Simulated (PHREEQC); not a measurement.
Solution (45 °C): 41 mmol/kgw HF and 8.1 mmol/kgw NH4HF2. Closed to the air; pH follows from the charge balance.

All values are PHREEQC results (ion-association model, phreeqc.dat), not measurements.

This is a speciation only: nothing precipitates in the calculation.

Problem. Order these F species by the share of F that they hold, largest first: HF, HF2-, F-.

Solution. HF (78 %), F- (16 %), HF2- (6.1 %)

The pH is 2.60 and the ionic strength 0.0109 mol/kgw. At this temperature some constants are extrapolated from 25 °C, and those without enthalpy data are left unchanged.
